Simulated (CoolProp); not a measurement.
Dimethyl carbonate along the isotherm 510.9 K: fugacity coefficient from the reference equation and from simpler models built on Tc = 557.0 K, pc = 4.909 MPa, ω = 0.346; each cubic takes its own stable root.

Values from CoolProp's reference Helmholtz-energy equation of state, Zhou 2011.

| p (MPa) | phase | reference |
|---|---|---|
| 1.75 | gas | 0.8400 |
| 3.51 | liquid | 0.5655 |
| 5.26 | liquid | 0.3973 |
| 7.01 | liquid | 0.3135 |
| 8.77 | liquid | 0.2634 |
| 10.5 | liquid | 0.2309 |
| 12.3 | liquid | 0.2072 |
| 14 | liquid | 0.1907 |
| 15.8 | liquid | 0.1775 |
| 17.5 | liquid | 0.1677 |
| 19.3 | liquid | 0.1596 |
| 21 | liquid | 0.1534 |
| 22.8 | liquid | 0.1481 |
| 24.5 | liquid | 0.1441 |

**Question.** How far does each simpler model (van der Waals, Redlich-Kwong, Soave-Redlich-Kwong, Peng-Robinson) lie from the reference over these 14 states: mean and median of the absolute difference, and the worst?

**Answer.** 
- van der Waals: mean 49.2 %, median 51.1 %, worst +75.5 % at 510.9 K and 24.5 MPa
- Redlich-Kwong: mean 18.3 %, median 19.6 %, worst +24.6 % at 510.9 K and 24.5 MPa
- Soave-Redlich-Kwong: mean 6.7 %, median 7.2 %, worst +10.9 % at 510.9 K and 24.5 MPa
- Peng-Robinson: mean 0.3 %, median 0.2 %, worst -1.5 % at 510.9 K and 1.75 MPa
